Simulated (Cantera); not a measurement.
Mixture: 31.3 % CO, 5.02 % H2, 4.08 % CH4, 12.5 % O2, 47.0 % N2, at 0.987 atm, adiabatic and at constant pressure. Ignition delay is the time to a rise of 400 K.

Model: GRI-Mech 3.0 (53 species, 325 reactions), integrated in Cantera.

Problem. Predict: delay at 1175 K; delay at 1325 K; delay at 1475 K; delay at 1625 K; delay at 1775 K; apparent activation energy between 1625 and 1775 K.

Solution. 
```
Item                                                   Result
--------------------------------------------------  ---------
delay at 1175 K                                      0.930 ms
delay at 1325 K                                      0.294 ms
delay at 1475 K                                      0.122 ms
delay at 1625 K                                       62.4 µs
delay at 1775 K                                       36.3 µs
apparent activation energy between 1625 and 1775 K  87 kJ/mol
```
